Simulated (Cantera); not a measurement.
A closed system holds: 1 mol trisilylamine, 1.3 mol NH3, 2.8 mol H2, at 850 K and 93.0 mbar.

Method: chemical equilibrium by Gibbs-energy minimisation in Cantera with the NASA 1993 tables (ideal gas, pure condensed phases). Candidate condensed phases: Si, Si3N4; 18 gas species. The feed counts by its element totals alone. Equilibrium is a limit: real reactors are often held back by kinetics, nucleation or transport.

Base state: H2 1.00 (mole fractions); condensed: Si(s) + Si3N4(s).

Problem. What changes in the equilibrium state with this change: 1.8 mol Cl2 added?

Solution. 
```tsv
species	before	after
H2	1.00	0.901
SiCl4	0	0.0692
SiHCl3	0	0.0245
HCl	0	0.00422
SiH2Cl2	0	0.000763
SiCl3	0	0.000152
SiCl2	0	2.35e-5
Si(s), mol	1.27	0.319
Si3N4(s), mol	0.575	0.575
```
The tables' values for SiCl3 are old estimates; treat these amounts as uncertain. Further candidate phases: NH4Cl.

Problem. What changes in the equilibrium state with this change: trisilylamine replaced by SiF4?

Solution. 
```
species        before     after
-------------  ------  --------
H2               1.00     0.742
SiF4                0     0.156
N2              <1e-9     0.102
HF                  0  0.000144
SiHF3               0   9.53e-5
NH3             <1e-9   3.52e-5
Si(s), mol       1.27         0
Si3N4(s), mol   0.575         0
```
